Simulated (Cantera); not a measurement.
Moist CO burnout

An isothermal, constant-pressure homogeneous reactor starts with 0.550 % CO, 2.89 % O2, 0.116 % H2O, 96.4 % N2, at 1425 K and 3.40 bar.

Computed with Cantera and GRI-Mech 3.0 (53 species, 325 reactions).

```tsv
t (s)	x CO	x O2	x H2O	x NO	x H2O2
0.000200	0.00550	0.0289	0.00116	<1e-12	2.93e-12
0.000743	0.00542	0.0289	0.00115	1.81e-10	5.65e-9
0.00276	0.00182	0.0271	0.00113	4.66e-7	2.75e-8
0.0102	0.000206	0.0263	0.00115	1.20e-6	4.83e-9
0.0381	1.13e-5	0.0263	0.00116	1.47e-6	5.83e-10
0.141	3.09e-7	0.0263	0.00116	1.52e-6	8.44e-11
0.525	2.81e-8	0.0263	0.00116	1.52e-6	4.56e-11
1.95	2.78e-8	0.0263	0.00116	1.53e-6	4.56e-11
7.25	2.78e-8	0.0263	0.00116	1.55e-6	4.56e-11
26.9	2.78e-8	0.0263	0.00116	1.64e-6	4.56e-11
100	2.78e-8	0.0263	0.00116	1.96e-6	4.56e-11
```
x: mole fraction; the columns are a selection and need not sum to one.

Equilibrium at this temperature and pressure: CO 2.79e-8, O2 0.0261, H2O 0.00116, NO 0.000326, H2O2 4.55e-11 (gas phase only).
